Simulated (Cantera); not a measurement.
An adiabatic, constant-pressure homogeneous reactor starts with H2 : O2 : N2 = 1 : 0.333 : 1.3 (molar parts), equivalence ratio 1.5, at 1425 K and 1.50 bar.

Cantera simulation using the H2/O2 subset of GRI-Mech 3.0, which has no nitrogen chemistry; the numbers are that mechanism's predictions, not measurements.

Task: Predict: time of steepest temperature rise; temperature at 0.200 s; equilibrium temperature; x(H2) at 0.200 s; x(O2) at 0.200 s; x(H2O2) at 0.200 s; x(H2O) at 0.200 s; x(HO2) at 0.200 s; x(H) at 0.200 s.

Result: 
```json
{
 "time_of_steepest_temperature_rise": "12.0 µs",
 "temperature at 0.200 s": "2857 K",
 "equilibrium_temperature": "2857 K",
 "x(H2) at 0.200 s": "0.140 (gas-phase equilibrium 0.140)",
 "x(O2) at 0.200 s": "0.00170 (gas-phase equilibrium 0.00170)",
 "x(H2O2) at 0.200 s": "1.81e-7 (gas-phase equilibrium 1.81e-7)",
 "x(H2O) at 0.200 s": "0.259 (gas-phase equilibrium 0.259)",
 "x(HO2) at 0.200 s": "1.55e-6 (gas-phase equilibrium 1.55e-6)",
 "x(H) at 0.200 s": "0.0307 (gas-phase equilibrium 0.0307)"
}
```
